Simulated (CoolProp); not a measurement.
R124 along the isobar 4.33 MPa: Z from the reference equation and from simpler models built on Tc = 395.4 K, pc = 3.624 MPa, ω = 0.288; each cubic takes its own stable root.

The numbers come from the reference Helmholtz-energy equation of state, de Vries 1995 in CoolProp.

```json
[
 {"T (K)": "131.9", "phase": "liquid", "reference": "0.2952", "van der Waals": "0.5000", "Redlich-Kwong": "0.3370", "Peng-Robinson": "0.2985"},
 {"T (K)": "151.5", "phase": "liquid", "reference": "0.2642", "van der Waals": "0.4441", "Redlich-Kwong": "0.2996", "Peng-Robinson": "0.2641"},
 {"T (K)": "171.1", "phase": "liquid", "reference": "0.2407", "van der Waals": "0.4017", "Redlich-Kwong": "0.2716", "Peng-Robinson": "0.2381"},
 {"T (K)": "190.6", "phase": "liquid", "reference": "0.2225", "van der Waals": "0.3688", "Redlich-Kwong": "0.2502", "Peng-Robinson": "0.2182"},
 {"T (K)": "210.2", "phase": "liquid", "reference": "0.2081", "van der Waals": "0.3427", "Redlich-Kwong": "0.2335", "Peng-Robinson": "0.2025"},
 {"T (K)": "229.8", "phase": "liquid", "reference": "0.1966", "van der Waals": "0.3219", "Redlich-Kwong": "0.2205", "Peng-Robinson": "0.1902"},
 {"T (K)": "249.4", "phase": "liquid", "reference": "0.1875", "van der Waals": "0.3053", "Redlich-Kwong": "…", "Peng-Robinson": "0.1807"},
 {"T (K)": "269", "phase": "liquid", "reference": "0.1805", "van der Waals": "0.2922", "Redlich-Kwong": "0.2034", "Peng-Robinson": "0.1737"},
 {"T (K)": "288.5", "phase": "liquid", "reference": "0.1753", "van der Waals": "0.2823", "Redlich-Kwong": "…", "Peng-Robinson": "0.1689"},
 {"T (K)": "308.1", "phase": "liquid", "reference": "0.1718", "van der Waals": "0.2753", "Redlich-Kwong": "0.1964", "Peng-Robinson": "…"},
 {"T (K)": "327.7", "phase": "liquid", "reference": "0.1704", "van der Waals": "0.2714", "Redlich-Kwong": "0.1969", "Peng-Robinson": "0.1665"},
 {"T (K)": "347.3", "phase": "liquid", "reference": "0.1714", "van der Waals": "0.2712", "Redlich-Kwong": "0.2011", "Peng-Robinson": "0.1704"},
 {"T (K)": "366.9", "phase": "liquid", "reference": "0.1763", "van der Waals": "0.2763", "Redlich-Kwong": "0.2112", "Peng-Robinson": "0.1805"},
 {"T (K)": "386.4", "phase": "liquid", "reference": "0.1907", "van der Waals": "0.2914", "Redlich-Kwong": "0.2345", "Peng-Robinson": "0.2054"}
]
```

What belongs in the gaps?


- 249.4, Redlich-Kwong: 0.2107
- 288.5, Redlich-Kwong: 0.1987
- 308.1, Peng-Robinson: 0.1664
